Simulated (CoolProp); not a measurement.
Vapour-liquid equilibrium of R22 (1) + dimethyl ether (2) at 43.75 °C; x and y are mole fractions of (1).

The numbers come from the multi-fluid Helmholtz-energy mixture model, Kamei 1995 and Wu 2011; pair parameters Bell 2016 in CoolProp.

```tsv
x	bubble pressure (bar)	y at the bubble point	dew pressure at overall composition x (bar)	liquid density (mol/L)
0.05	9.707	0.044	9.696	13.70
0.2	9.546	0.196	9.545	13.78
0.35	9.661	0.381	9.617	13.81
0.5	10.25	0.583	9.938	13.78
0.65	11.50	0.767	10.60	13.68
0.8	13.47	0.903	11.86	13.45
0.95	15.94	0.983	14.70	13.05
```

y crosses x between x = 0.2 and 0.35: the model has an azeotrope there.

The pair parameters rest on a limited set of measurements; away from them the model extrapolates.
